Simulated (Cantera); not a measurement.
Input: 1 mol HMDSO, 2.8 mol H2O, equilibrated at 7.30 mbar.

Cantera equilibrium calculation (NASA polynomials, part measured and part estimated; ideal gas, pure solids and liquids). Candidate condensed phases: C, C6H6, C7H8, C8H18, H2O, Si, SiC, SiO2; 123 gas species. The feed counts by its element totals alone. Mutual solubility and eutectic melting of coexisting phases are not modelled. The tables hold silica as quartz up to 1696 K and as liquid above; real silica turns to tridymite and cristobalite and melts near 1996 K. Rates play no part.

Question: Which condensed phases are stable at each of these points (T (K)): 1075, 1100, 1125, 1150, 1175, 1200, 1225, 1250, 1275, 1300, 1325, 1350, 1375?

Answer: 
```
T (K)                       condensed phases  Si condensed (%)
-----  -------------------------------------  ----------------
1075   C(graphite) + SiC(s) + SiO2(β-quartz)             100.0
1100   C(graphite) + SiC(s) + SiO2(β-quartz)             100.0
1125   C(graphite) + SiC(s) + SiO2(β-quartz)             100.0
1150   C(graphite) + SiC(s) + SiO2(β-quartz)             100.0
1175   C(graphite) + SiC(s) + SiO2(β-quartz)             100.0
1200   C(graphite) + SiC(s) + SiO2(β-quartz)             100.0
1225   C(graphite) + SiC(s) + SiO2(β-quartz)             100.0
1250   C(graphite) + SiC(s) + SiO2(β-quartz)             100.0
1275   C(graphite) + SiC(s) + SiO2(β-quartz)             100.0
1300   C(graphite) + SiC(s) + SiO2(β-quartz)             100.0
1325   C(graphite) + SiC(s) + SiO2(β-quartz)              99.9
1350   C(graphite) + SiC(s) + SiO2(β-quartz)              99.8
1375                    C(graphite) + SiC(s)              99.8
```

From 1075 K to 1350 K the condensed part is C(graphite) + SiC(s) + SiO2(β-quartz). At 1375 K the condensed part is C(graphite) + SiC(s).
